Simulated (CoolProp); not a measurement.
Vapour pressure (kPa) of octamethylcyclotetrasiloxane (D4): the reference equation beside estimates from Tc = 586.5 K, pc = 1347 kPa, ω = 0.598. Clausius-Clapeyron is anchored at 457.7 K with a constant enthalpy of vaporisation of 37.77 kJ/mol.

The numbers come from the reference Helmholtz-energy equation of state, Thol 2015 in CoolProp.

```csv
T (K),reference,Lee-Kesler,Clausius-Clapeyron,van der Waals,Redlich-Kwong,Soave-Redlich-Kwong,Peng-Robinson
431.7,64.04,63.93,69.33,347.3,177.5,64.14,64.75
438.2,76.59,76.43,81.04,373.6,199.5,76.77,77.28
444.7,90.98,90.79,94.30,401.1,223.4,91.30,91.66
451.2,107.4,107.2,109.3,429.9,249.2,107.9,108.1
457.7,126.0,125.8,126.0,460.0,277.0,126.8,126.8
464.2,147.1,146.8,144.8,491.4,306.9,148.2,147.9
470.8,171.1,170.8,166.1,524.7,339.4,172.7,172.0
477.3,197.7,197.3,189.5,558.8,373.7,199.8,198.8
483.8,227.3,226.9,215.3,594.2,410.4,230.1,228.6
490.3,260.2,259.8,243.8,631.0,449.4,263.9,261.8
496.8,296.6,296.2,275.3,669.3,490.8,301.3,298.7
503.4,337.4,337.1,310.3,709.5,535.5,343.3,340.2
```

Absolute difference from the reference over all 12 rows, mean and median: Lee-Kesler 0.2 and 0.2 %, Clausius-Clapeyron 4.6 and 4.7 %, van der Waals 241.6 and 220.4 %, Redlich-Kwong 109.0 and 103.5 %, Soave-Redlich-Kwong 0.9 and 0.8 %, Peng-Robinson 0.7 and 0.6 %.
